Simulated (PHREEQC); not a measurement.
A PHREEQC speciation (ion-association model, phreeqc.dat) at 80 °C gives pH 5.78 and these molalities:

```csv
species,mol/kgw
CO2,5.57e-6
H+,1.68e-6
HCO3-,1.53e-6
OH-,1.54e-7
```

**Question.** What are the element totals, and what could have been dissolved in 1 kg of water to give them?

**Answer.** One answer among several that fit: totals C(4) 7.10e-6 mol/kgw, from 0.0071 mmol/kgw CO2.

Precipitation was switched off in this run. At this temperature some constants are extrapolated from 25 °C, and those without enthalpy data are left unchanged.
